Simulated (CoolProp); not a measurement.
Vapour-liquid equilibrium of R143a (1) + isobutane (2) at 243.1 K; x and y are mole fractions of (1).

Values from CoolProp's multi-fluid Helmholtz-energy mixture model, Lemmon and Jacobsen 2000 and Bücker 2006; pair parameters Bell 2016.

### Question
Give the bubble pressure and the first vapour's composition at x = 0.45, 0.75, 0.95. Is there an azeotrope?

### Answer
x = 0.45: 1.837 bar, y = 0.799; x = 0.75: 2.031 bar, y = 0.861; x = 0.95: 2.135 bar, y = 0.957. No azeotrope shows between x = 0.05 and 0.95.

Pair parameters are fitted to limited data, so mixtures are less certain than the pure fluids. With so large a gap from Raoult's law the liquid may split in two, which this calculation doesn't test in full.
